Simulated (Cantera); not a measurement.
A Cantera script and what it prints.

```python
import numpy as np
import cantera as ct

gas_names = """
    C CN CO CO2 C2 CCN CNC C2N2 C2O C3 C3O2 C4 C4N2 C5 N NCO NO NO2 NO3 N2 N2O O O2 O3 Si SiC SiC2 SiN
    SiO SiO2 Si2 Si2C Si2N Si3
""".split()
cond_names = """
    C(gr) Si(cr) Si(L) SiC(b) SiO2(Lqz) SiO2(hqz) SiO2(L) Si2N2O(s) Si3N4(a)
""".split()


def load(file, names, dense=False):
    # The tables refer to 1 bar. Condensed volumes are neglected.
    table = {s.name: s for s in ct.Species.list_from_file(file)}
    out = []
    for n in names:
        d = dict(table[n].input_data)
        d["thermo"] = dict(d["thermo"], **{"reference-pressure": 1e5})
        if dense:
            d["equation-of-state"] = {"model": "constant-volume", "density": "1e6 g/cm^3"}
        out.append(ct.Species.from_dict(d))
    return out


gas = ct.Solution(thermo="ideal-gas", species=load("nasa_gas.yaml", gas_names))
cond = {s.name: ct.Solution(thermo="fixed-stoichiometry", species=[s], name=s.name)
        for s in load("nasa_condensed.yaml", cond_names, dense=True)}
atoms = {
    'SiC': {'Si': 1, 'C': 1},
    'O2': {'O': 2},
    'N2': {'N': 2},
}
top_T = {'C(gr)': 4500, 'SiC(b)': 3050, 'Si2N2O(s)': 2100, 'Si3N4(a)': 2400}  # K; cautious upper limits of use, not melting points


def equilibrate(T, P, feed):
    n = {}
    for name, mol in feed.items():
        for a, k in atoms[name].items():
            n[a] = n.get(a, 0.0) + k * mol
    gas.TPX = T, P, n
    mass = sum(n.values()) * gas.mean_molecular_weight
    gas.equilibrate("TP")
    valid = [c for c in cond.values() if c.min_temp <= T <= top_T.get(c.name, c.max_temp)]
    mix = ct.Mixture([(gas, mass / gas.mean_molecular_weight)] + [(c, 0.0) for c in valid])
    mix.T, mix.P = T, P
    mix.equilibrate("TP", solver="vcs", rtol=1e-11, max_steps=5000)
    return mix


results = []
feed = {'SiC': 1, 'O2': 0.0044, 'N2': 1.5}  # mol
P = 10000  # Pa
for T in [1375, 1450, 1525, 1600, 1675, 1750, 1825, 1900]:
    mix = equilibrate(T, P, feed)
    results.append((T, P, feed, dict(zip(mix.species_names, mix.species_moles))))
    x = sorted(zip(gas.X, gas.species_names), reverse=True)
    print(f"T = {T:g} K  P = {P:g} Pa  gas = {mix.phase_moles(0):.4g} mol")
    print("   x: " + "  ".join(f"{s} {v:.3e}" for v, s in x if v > 1e-05))
    print("   condensed (mol): " + ("  ".join(f"{mix.phase(i).name} {mix.phase_moles(i):.4g}"
          for i in range(1, mix.n_phases) if mix.phase_moles(i) > 1e-12) or "none"))
```

Result:

```
T = 1375 K  P = 10000 Pa  gas = 0.8363 mol
   x: N2 1.000e+00  CO 3.799e-05
   condensed (mol): C(gr) 1  Si2N2O(s) 0.008768  Si3N4(a) 0.3275
T = 1450 K  P = 10000 Pa  gas = 0.8364 mol
   x: N2 9.998e-01  CO 1.672e-04
   condensed (mol): C(gr) 0.9999  Si2N2O(s) 0.00866  Si3N4(a) 0.3276
T = 1525 K  P = 10000 Pa  gas = 1.493 mol
   x: N2 9.993e-01  CO 6.945e-04
   condensed (mol): C(gr) 0.01449  SiC(b) 0.9845  Si2N2O(s) 0.007761
T = 1600 K  P = 10000 Pa  gas = 1.503 mol
   x: N2 9.961e-01  CO 3.897e-03  SiO 1.870e-05
   condensed (mol): SiC(b) 0.9941  Si2N2O(s) 0.002915
T = 1675 K  P = 10000 Pa  gas = 1.503 mol
   x: N2 9.960e-01  CO 3.867e-03  SiO 1.085e-04
   condensed (mol): SiC(b) 0.9942  Si2N2O(s) 0.002824
T = 1750 K  P = 10000 Pa  gas = 1.504 mol
   x: N2 9.957e-01  CO 3.723e-03  SiO 5.340e-04
   condensed (mol): SiC(b) 0.9944  Si2N2O(s) 0.002397
T = 1825 K  P = 10000 Pa  gas = 1.507 mol
   x: N2 9.941e-01  CO 3.758e-03  SiO 2.081e-03  Si 1.181e-05
   condensed (mol): SiC(b) 0.9943  Si3N4(a) 0.0008351
T = 1900 K  P = 10000 Pa  gas = 1.509 mol
   x: N2 9.941e-01  CO 2.950e-03  SiO 2.882e-03  Si 5.420e-05
   condensed (mol): SiC(b) 0.9955
```

Equilibrium computed with Cantera from the NASA thermochemical tables; the gas is ideal and each condensed phase is pure. N2 is the only nitrogen source here; it is nearly inert below about 1500 K, so the nitride shown seldom forms there in practice. Mutual solubility and eutectic melting of coexisting phases are not modelled.
